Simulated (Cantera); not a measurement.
Input: 1 mol Si3N4, 600 mol H2.

These are equilibrium values from Cantera (NASA tables, ideal gas, pure condensed phases), not measurements of a reactor. Candidate condensed phases: Si, Si3N4; 18 gas species. Mutual solubility and eutectic melting of coexisting phases are not modelled. Rates play no part.

Q: What condenses at these points (T in K, P in Pa): (1573, 3700); (1623, 19000); (1573, 3700); (1573, 720); (1623, 1); (1548, 720)?

A: 
| T (K) | P in Pa | condensed phases | Si condensed (%) |
|---|---|---|---|
| 1573 | 3700 | Si | 99.9 |
| 1623 | 19000 | Si + Si3N4 | 99.8 |
| 1573 | 3700 | Si | 99.9 |
| 1573 | 720 | Si | 99.7 |
| 1623 | 1 | gas only | 0.0 |
| 1548 | 720 | Si | 99.8 |
